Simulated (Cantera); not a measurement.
Input: 1 mol FeS, 2 mol SO2, 7.2 mol H2O, 0.19 mol H2S, held at 2700 Torr.

Method: chemical equilibrium by Gibbs-energy minimisation in Cantera with the NASA 1993 tables (ideal gas, pure condensed phases). Candidate condensed phases: Fe, FeO, Fe(OH)2, Fe(OH)3, FeS, FeSO4, FeS2, Fe2O3, Fe2(SO4)3, Fe3O4, H2O, H2SO4, S; 22 gas species. FeS: taken at fixed stoichiometry. Gases not in the tables: S3 to S7. Equilibrium is a limit: real reactors are often held back by kinetics, nucleation or transport.

x: gas mole fraction; n: condensed amount in mol.

| T (K) | x H2O | x SO2 | x H2S | x S2 | n FeS2(s) | n Fe2O3(s) | n Fe3O4(s) | n FeS(s) |
|---|---|---|---|---|---|---|---|---|
| 675 | 0.811 | 0.188 | 0.000750 | 1.04e-5 | 0.736 | 0.132 | 0 | 0 |
| 700 | 0.811 | 0.188 | 0.00113 | 2.18e-5 | 0.734 | 0.133 | 0 | 0 |
| 725 | 0.809 | 0.189 | ___ | ___ | 0.723 | 0 | 0.0925 | 0 |
| 750 | 0.808 | 0.190 | 0.00256 | 9.46e-5 | 0.718 | 0 | 0.0940 | 0 |
| 775 | 0.806 | 0.190 | 0.00372 | 0.000185 | 0.711 | 0 | 0.0963 | 0 |
| 800 | 0.805 | 0.190 | 0.00530 | 0.000346 | 0.702 | 0 | 0.0995 | 0 |
| 825 | 0.802 | 0.190 | 0.00740 | 0.000624 | 0.689 | 0 | 0.104 | 0 |
| 850 | 0.799 | 0.190 | 0.0101 | 0.00109 | 0.671 | 0 | 0.110 | 0 |
| 875 | 0.795 | 0.189 | 0.0136 | 0.00184 | 0.647 | 0 | 0.118 | 0 |
| 900 | 0.776 | 0.202 | 0.0175 | 0.00313 | 0.237 | 0 | 0.0525 | 0.606 |
| 925 | 0.768 | 0.210 | 0.0177 | 0.00370 | 0 | 0 | 0.00898 | 0.973 |
| 950 | 0.767 | 0.209 | 0.0181 | 0.00423 | 0 | 0 | 0.0122 | 0.963 |
| 975 | 0.767 | 0.209 | 0.0185 | ___ | 0 | 0 | ___ | 0.953 |
| 1000 | 0.766 | 0.208 | 0.0188 | 0.00540 | 0 | 0 | 0.0194 | 0.942 |

Problem. Fill in the missing entries.

Solution. 
- 975, x S2: 0.00479
- 975, n Fe3O4(s): 0.0157
- 725, x H2S: 0.00171
- 725, x S2: 4.64e-5
